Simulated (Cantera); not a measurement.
Input: 1 mol CuO, 0.79 mol CH4, 0.3 mol N2, equilibrated at 1798 K and 3900 Pa.

Equilibrium computed with Cantera from the NASA thermochemical tables; the gas is ideal and each condensed phase is pure. Candidate condensed phases: C, C6H6, C7H8, C8H18, Cu, CuO, Cu(OH)2, Cu2O, H2O; 139 gas species. The numbers say what is thermodynamically allowed, not how fast it happens.

Base state: H2 0.515, CO 0.282, N2 0.111, H2O 0.0678, Cu 0.0136, CO2 0.00974, H 0.00128, Cu2 2.58e-5 (mole fractions); condensed: Cu(l).

Question: What changes in the equilibrium state with this change: CH4 from 0.79 to 0.41 mol?

Answer: 
```
species      before     after
----------  -------  --------
H2O          0.0678     0.309
H2            0.515     0.219
N2            0.111     0.193
CO            0.282     0.193
CO2         0.00974    0.0713
Cu           0.0136    0.0136
OH          1.11e-5   7.73e-5
H           0.00128  0.000835
Cu2         2.58e-5   2.58e-5
Cu(l), mol    0.963     0.979
```
